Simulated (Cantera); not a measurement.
Charge: 1 mol Si₃N₄, 2.7 mol F₂, a varied amount of H₂, held at 1300 K and 443 Torr.

Method: chemical equilibrium by Gibbs-energy minimisation in Cantera with the NASA 1993 tables (ideal gas, pure condensed phases). Candidate condensed phases: Si, Si₃N₄; 37 gas species. The tables' values for SiF₃ are old estimates; treat these amounts as uncertain. Kinetics and transport are ignored.

Q: At 23 mol H₂, list the 4 most abundant gas species with their mole fractions, and the condensed phases.

A: H₂ 0.909, SiF₄ 0.0512, N₂ 0.0356, HF 0.00233. Condensed: Si₃N₄(s).
